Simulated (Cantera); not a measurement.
Feed: 1 mol Ti(OiPr)4, 21 mol H2, 1 mol C3H8, held at 0.00340 bar.

Equilibrium computed with Cantera from the NASA thermochemical tables; the gas is ideal and each condensed phase is pure. Candidate condensed phases: C, C6H6, C7H8, C8H18, H2O, Ti, TiC, TiO, TiO2, Ti2O3, Ti3O5, Ti4O7; 113 gas species. The feed counts by its element totals alone. TiC: taken at fixed stoichiometry. Kinetics and transport are ignored. All values below are at 1773 K.

Base state: H2 0.902, CO 0.0928, H 0.00463, C2H2 (acetylene) 0.000126 (mole fractions); condensed: C(graphite) + TiC(s).

Q: What changes in the equilibrium state with this change: pressure from 0.00340 bar to 0.100 bar?

A: 
```tsv
species	before	after
H2	0.902	0.906
CO	0.0928	0.0930
H	0.00463	0.000856
CH4	2.33e-6	6.92e-5
C2H2 (acetylene)	0.000126	0.000127
C(graphite), mol	9.99	9.99
TiC(s), mol	1.00	1.00
```
